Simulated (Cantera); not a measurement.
A closed system holds: 1 mol ZrO₂, 2300 mol H₂, 0.37 mol H₂O, held at 0.000320 bar.

Method: chemical equilibrium by Gibbs-energy minimisation in Cantera with the NASA 1993 tables (ideal gas, pure condensed phases). Candidate condensed phases: H₂O, Zr, ZrO₂; 12 gas species. Equilibrium is a limit: real reactors are often held back by kinetics, nucleation or transport. All values below are at 1600 K.

Base state: H₂ 0.997, H 0.00303, H₂O 0.000161 (mole fractions); condensed: ZrO₂(tetragonal).

**Question.** What changes in the equilibrium state with this change: pressure from 0.000320 bar to 0.00133 bar?

**Answer.** 
| species | before | after |
|---|---|---|
| H₂ | 0.997 | 0.998 |
| H | 0.00303 | 0.00149 |
| H₂O | 0.000161 | 0.000161 |
| ZrO₂(tetragonal), mol | 1.00 | 1.00 |
